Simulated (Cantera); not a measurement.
What does this Cantera script print?

```python
import numpy as np
import cantera as ct

gas_names = """
    Cu CuF CuF2 Cu2 F F2
""".split()
cond_names = """
    Cu(cr) Cu(L) CuF2(s) CuF2(L)
""".split()


# ... load() reads the species with a 1 bar reference pressure and builds the phases ...
atoms = {
    'Cu': {'Cu': 1},
    'F2': {'F': 2},
}
top_T = {}  # K; cautious upper limits of use, not melting points


# ... equilibrate(T, P, feed) seeds the gas with the atoms and calls Mixture.equilibrate('TP', solver="vcs", rtol=1e-11, max_steps=5000) ...
results = []
feed = {'Cu': 1, 'F2': 6.9}  # mol
P = 15  # Pa
for T in [425, 525, 625, 725, 825, 925, 1025]:
    mix = equilibrate(T, P, feed)
    results.append((T, P, feed, dict(zip(mix.species_names, mix.species_moles))))
    x = sorted(zip(gas.X, gas.species_names), reverse=True)
    print(f"T = {T:g} K  P = {P:g} Pa  gas = {mix.phase_moles(0):.4g} mol")
    print("   x: " + "  ".join(f"{s} {v:.3e}" for v, s in x if v > 1e-05))
    print("   condensed (mol): " + ("  ".join(f"{mix.phase(i).name} {mix.phase_moles(i):.4g}"
          for i in range(1, mix.n_phases) if mix.phase_moles(i) > 1e-12) or "none"))
```

It prints:

```
T = 425 K  P = 15 Pa  gas = 5.9 mol
   x: F2 1.000e+00  F 1.480e-05
   condensed (mol): CuF2(s) 1
T = 525 K  P = 15 Pa  gas = 5.903 mol
   x: F2 9.989e-01  F 1.131e-03
   condensed (mol): CuF2(s) 1
T = 625 K  P = 15 Pa  gas = 5.965 mol
   x: F2 9.782e-01  F 2.176e-02
   condensed (mol): CuF2(s) 1
T = 725 K  P = 15 Pa  gas = 6.46 mol
   x: F2 8.267e-01  F 1.733e-01
   condensed (mol): CuF2(s) 1
T = 825 K  P = 15 Pa  gas = 8.509 mol
   x: F 6.130e-01  F2 3.869e-01  CuF2 1.170e-04
   condensed (mol): CuF2(s) 0.999
T = 925 K  P = 15 Pa  gas = 11.13 mol
   x: F 9.267e-01  F2 6.661e-02  CuF2 6.715e-03
   condensed (mol): CuF2(s) 0.9252
T = 1025 K  P = 15 Pa  gas = 12.7 mol
   x: F 9.132e-01  CuF2 7.875e-02  F2 8.011e-03
   condensed (mol): none
```

Equilibrium computed with Cantera from the NASA thermochemical tables; the gas is ideal and each condensed phase is pure.
